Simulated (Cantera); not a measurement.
Feed: 1 mol SiC, 0.13 mol O2, 15 mol N2, held at 13300 Pa.

Equilibrium computed with Cantera from the NASA thermochemical tables; the gas is ideal and each condensed phase is pure. Candidate condensed phases: C, Si, SiC, SiO2, Si2N2O, Si3N4; 34 gas species. Mutual solubility and eutectic melting of coexisting phases are not modelled. Rates play no part.

Question: Which condensed phases are stable at each of these points (T (K)): 1548, 1598, 1648, 1698, 1748, 1798, 1848, 1898, 1948?

Answer: 
| T (K) | condensed phases | Si condensed (%) |
|---|---|---|
| 1548 | C(graphite) + SiC(s) + Si2N2O(s) | 100.0 |
| 1598 | C(graphite) + SiC(s) + Si2N2O(s) | 100.0 |
| 1648 | SiC(s) + Si2N2O(s) | 99.9 |
| 1698 | SiC(s) + Si2N2O(s) | 99.7 |
| 1748 | SiC(s) + Si2N2O(s) | 99.2 |
| 1798 | SiC(s) + Si2N2O(s) | 97.9 |
| 1848 | SiC(s) + Si2N2O(s) | 94.8 |
| 1898 | SiC(s) + Si2N2O(s) | 87.9 |
| 1948 | SiC(s) | 86.9 |

From 1548 K to 1598 K the condensed part is C(graphite) + SiC(s) + Si2N2O(s). From 1648 K to 1898 K the condensed part is SiC(s) + Si2N2O(s). At 1948 K the condensed part is SiC(s).
